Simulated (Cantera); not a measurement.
A perfectly stirred reactor is fed with C2H6 : N2 = 1 : 47 (molar parts), at 0.0132 atm; it is held at 1200 K, and followed from long to short residence time.

Cantera simulation using GRI-Mech 3.0 (53 species, 325 reactions); the numbers are that mechanism's predictions, not measurements. GRI-Mech 3.0 stops at C3 and has no aromatics, soot or wall deposition, so with more carbon than oxygen in the feed, carbon stays in small species such as C2H2 where larger ones or solid carbon would form. Radical loss at walls, strong at low pressure, is not modelled.

What does this change do: temperature 1200 to 1300 K?


| quantity | before | after |
|---|---|---|
| x(C2H6) at τ = 0.910 s | 0.00452 | 0.00117 |
| x(CH2) at τ = 0.910 s | 1.18e-8 | 7.26e-8 |
| x(C2H2) at τ = 0.910 s | 0.00433 | 0.0115 |
| x(CH4) at τ = 0.910 s | 0.00344 | 0.00543 |
| x(C2H) at τ = 0.910 s | 3.77e-10 | 5.56e-9 |
| x(C2H6) at τ = 9.90 ms | 0.0206 | 0.0189 |
| x(CH2) at τ = 9.90 ms | 2.87e-9 | 1.38e-7 |
| x(C2H2) at τ = 9.90 ms | 2.50e-7 | 2.70e-5 |
| x(CH4) at τ = 9.90 ms | 1.85e-5 | 0.000253 |
| x(C2H) at τ = 9.90 ms | <1e-12 | 9.92e-11 |

What does this change do: pressure from 0.0132 atm to 0.132 atm?


| quantity | before | after |
|---|---|---|
| x(C2H6) at τ = 0.910 s | 0.00452 | 0.00131 |
| x(CH2) at τ = 0.910 s | 1.18e-8 | 5.87e-10 |
| x(C2H2) at τ = 0.910 s | 0.00433 | 0.0102 |
| x(CH4) at τ = 0.910 s | 0.00344 | 0.00297 |
| x(C2H) at τ = 0.910 s | 3.77e-10 | 2.43e-10 |
| x(C2H6) at τ = 9.90 ms | 0.0206 | 0.0187 |
| x(CH2) at τ = 9.90 ms | 2.87e-9 | 3.08e-9 |
| x(C2H2) at τ = 9.90 ms | 2.50e-7 | 3.14e-5 |
| x(CH4) at τ = 9.90 ms | 1.85e-5 | 0.000186 |
| x(C2H) at τ = 9.90 ms | <1e-12 | 6.64e-12 |
